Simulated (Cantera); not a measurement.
Feed: 1 mol Si₂H₆, 0.2 mol HCl, 10 mol H₂, equilibrated at 10.0 mbar.

These are equilibrium values from Cantera (NASA tables, ideal gas, pure condensed phases), not measurements of a reactor. Candidate condensed phases: Si; 19 gas species. The feed counts by its element totals alone. Kinetics and transport are ignored.

Over these rows the condensed part is Si(s). Partial pressures as log10 of bar:

```csv
T (K),1000/T (1/K),log p SiCl₄,log p H₂,log p HCl
1148,0.8711,-6.63,-2.01,-3.85
1173,0.8525,-6.89,-2.01,-3.85
1198,0.8347,?,-2.01,-3.85
1223,0.8177,-7.40,-2.01,-3.85
1248,0.8013,-7.64,-2.01,-3.85
1273,0.7855,-7.87,-2.01,-3.85
```

Fit log p(SiCl₄) = a + b·(1000/T) to the five rows, give the apparent enthalpy, and predict the row at 1198 K.

Means: 1000/T = 0.8256, log p = -7.286. Sxy = 0.073422, Sxx = 0.0050548, so b = 14.53 and a = -7.286 − (14.53)×0.8256 = -19.28.
Apparent enthalpy: −19.145 × (14.53) = -278 kJ/mol. With the condensed phases at unit activity, Si(s) + 4 HCl(g) = SiCl₄(g) + 2 H₂(g) links this pressure to the main gases: over the six rows their terms move log p by +0.00 in all, so the slope is close to that reaction's ΔH°. The five rows lie within 0.01 of the line.
Prediction at 1198 K: -19.28 + (14.53)×0.8347 = -7.15. The computed value is -7.15, 0.00 from the line.
